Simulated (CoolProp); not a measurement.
A single-stage vapour-compression cycle with the fluid: evaporating at 256.15 K (dew point), condensing at 283.15 K (bubble point), superheat 2 K, subcooling 5 K, compressor efficiency 0.8, no pressure losses. The same conditions are run with several fluids, on thermodynamics alone (safety and materials aside).

Computed with CoolProp (reference Helmholtz-energy equation of state of each fluid (n-perfluorobutane: Gao 2022; sulfur dioxide: Gao 2016; isobutene: Lemmon 2005; R115: Lemmon 2016; trans-2-butene: Lemmon 2005; R152A: Outcalt 1996)).

Rank n-perfluorobutane, sulfur dioxide, isobutene, R115, trans-2-butene, R152A by cooling COP, highest first.

trans-2-butene (7.17), isobutene (7.13), R152A (7.07), sulfur dioxide (6.93), R115 (6.77), n-perfluorobutane (6.71)

```csv
fluid,pressure ratio,discharge temperature (K),refrigerating effect (kJ/kg),volumetric capacity (kJ/m³)
n-perfluorobutane,3.02,283.1,79.8,484
sulfur dioxide,3.14,344.2,367,822
isobutene,2.80,294.1,355,645
R115,2.41,284.8,95.6,1850
trans-2-butene,2.92,295.8,376,488
R152A,2.72,304.2,289,1280
```

The compression ends wet for: n-perfluorobutane.
